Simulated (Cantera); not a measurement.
Input: 1 mol HI, 1.8 mol H2O, a varied amount of H2, at 2600 K and 0.160 bar.

Equilibrium computed with Cantera from the NASA thermochemical tables; the gas is ideal and each condensed phase is pure. Candidate condensed phases: H2O, I2; 12 gas species. Kinetics and transport are ignored.

Q: At 9.7 mol H2, list the 5 most abundant gas species with their mole fractions, and the condensed phases.

A: H2 0.712, H2O 0.129, H 0.0810, I 0.0695, HI 0.00427. Condensed: gas only.
